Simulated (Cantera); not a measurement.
A perfectly stirred reactor is fed with 5.22 % CH4, 18.6 % O2, 69.9 % N2, 6.26 % H2O, equivalence ratio 0.56, at 6.61 atm; it is adiabatic with a 700 K inlet, and is followed from long to short residence time, starting on the burning branch (τ in s: 0.18, 0.077, 0.033, 0.015, 0.0064, 0.0028, 0.0012, 0.00053, 0.00023, 0.0001, 4.4e-05, 1.9e-05, 8.3e-06).

Computed with Cantera and GRI-Mech 3.0 (53 species, 325 reactions).

x: mole fraction; the columns are a selection and need not sum to one.

```json
[
 {"τ (s)": "0.18", "T (K)": "1830", "x CH4": "2.12e-6", "x O2": "0.0818", "x H2O": "0.167", "x H2O2": "1.34e-7", "x N2O": "4.16e-7", "x CH3": "4.69e-7", "x C2H": "<1e-12"},
 {"τ (s)": "0.077", "T (K)": "1830", "x CH4": "4.62e-6", "x O2": "0.0818", "x H2O": "0.167", "x H2O2": "1.46e-7", "x N2O": "4.65e-7", "x CH3": "1.03e-6", "x C2H": "<1e-12"},
 {"τ (s)": "0.033", "T (K)": "1829", "x CH4": "(withheld)", "x O2": "0.0818", "x H2O": "0.167", "x H2O2": "(withheld)", "x N2O": "(withheld)", "x CH3": "(withheld)", "x C2H": "1.55e-12"},
 {"τ (s)": "0.015", "T (K)": "1827", "x CH4": "1.77e-5", "x O2": "0.0819", "x H2O": "0.166", "x H2O2": "2.11e-7", "x N2O": "7.26e-7", "x CH3": "4.11e-6", "x C2H": "5.03e-12"},
 {"τ (s)": "0.0064", "T (K)": "1824", "x CH4": "(withheld)", "x O2": "0.0820", "x H2O": "0.166", "x H2O2": "(withheld)", "x N2O": "(withheld)", "x CH3": "(withheld)", "x C2H": "1.55e-11"},
 {"τ (s)": "0.0028", "T (K)": "1819", "x CH4": "6.00e-5", "x O2": "0.0822", "x H2O": "0.166", "x H2O2": "3.96e-7", "x N2O": "1.35e-6", "x CH3": "1.40e-5", "x C2H": "4.10e-11"},
 {"τ (s)": "0.0012", "T (K)": "1810", "x CH4": "0.000110", "x O2": "0.0826", "x H2O": "0.166", "x H2O2": "5.65e-7", "x N2O": "1.70e-6", "x CH3": "2.51e-5", "x C2H": "1.01e-10"},
 {"τ (s)": "0.00053", "T (K)": "1795", "x CH4": "0.000205", "x O2": "0.0835", "x H2O": "0.165", "x H2O2": "8.06e-7", "x N2O": "1.84e-6", "x CH3": "4.40e-5", "x C2H": "2.26e-10"},
 {"τ (s)": "0.00023", "T (K)": "1765", "x CH4": "0.000427", "x O2": "0.0855", "x H2O": "0.164", "x H2O2": "1.19e-6", "x N2O": "1.64e-6", "x CH3": "8.22e-5", "x C2H": "5.10e-10"},
 {"τ (s)": "0.00010", "T (K)": "700", "x CH4": "0.0522", "x O2": "0.186", "x H2O": "0.0626", "x H2O2": "<1e-12", "x N2O": "<1e-12", "x CH3": "<1e-12", "x C2H": "<1e-12"},
 {"τ (s)": "4.4e-5", "T (K)": "700", "x CH4": "0.0522", "x O2": "0.186", "x H2O": "0.0626", "x H2O2": "<1e-12", "x N2O": "<1e-12", "x CH3": "<1e-12", "x C2H": "<1e-12"},
 {"τ (s)": "1.9e-5", "T (K)": "700", "x CH4": "0.0522", "x O2": "0.186", "x H2O": "0.0626", "x H2O2": "<1e-12", "x N2O": "<1e-12", "x CH3": "<1e-12", "x C2H": "<1e-12"},
 {"τ (s)": "8.3e-6", "T (K)": "700", "x CH4": "0.0522", "x O2": "0.186", "x H2O": "0.0626", "x H2O2": "<1e-12", "x N2O": "<1e-12", "x CH3": "<1e-12", "x C2H": "<1e-12"}
]
```

### Question
Fill in the missing entries.

### Answer

- 0.033, x CH4: 9.52e-6
- 0.033, x H2O2: 1.70e-7
- 0.033, x N2O: 5.63e-7
- 0.033, x CH3: 2.17e-6
- 0.0064, x CH4: 3.32e-5
- 0.0064, x H2O2: 2.85e-7
- 0.0064, x N2O: 1.00e-6
- 0.0064, x CH3: 7.80e-6
